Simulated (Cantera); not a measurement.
**Equilibrium for silicon nitride deposition: SiCl4 + N2 + H2**

Charge: 1 mol SiCl4, 16 mol N2, 25 mol H2, equilibrated at 525 °C and 1.00 bar.

Method: chemical equilibrium by Gibbs-energy minimisation in Cantera with the NASA 1993 tables (ideal gas, pure condensed phases). Candidate condensed phases: NH4Cl, Si, Si3N4; 28 gas species. N2 is the only nitrogen source here; it is nearly inert below about 1500 K, so the nitride shown seldom forms there in practice. Rates play no part.

```yaml
x(H2): 0.544
x(N2): 0.362
x(HCl): 0.0929
x(NH3): 0.000735
x(SiCl4): 0.000425
x(SiHCl3): 2.19e-6
n(Si3N4(s)): 0.327 mol
gas_amount: 42.30 mol
log10 activity of Si(s) (absent): -10.19
```
